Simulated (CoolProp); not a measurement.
n-decane at several states: density (kg/m³) from the reference equation and from simpler models built on Tc = 617.7 K, pc = 2.101 MPa, ω = 0.488; each cubic takes its own stable root.

Model: reference Helmholtz-energy equation of state, Lemmon 2006, in CoolProp. It is a short technical equation, of lower accuracy than the large ones.

| T (K) | p (MPa) | phase | reference | van der Waals | Redlich-Kwong | Soave-Redlich-Kwong |
|---|---|---|---|---|---|---|
| 387.4 | 5.26 | liquid | 663.0 | 370.9 | 532.8 | 560.2 |
| 419.2 | 10.7 | liquid | 646.2 | 375.7 | 529.4 | 552.2 |
| 603.5 | 2.97 | liquid | 419.9 | 257.6 | 320.8 | 330.0 |
| 589.8 | 0.192 | gas | 5.803 | 5.750 | 5.781 | 5.790 |
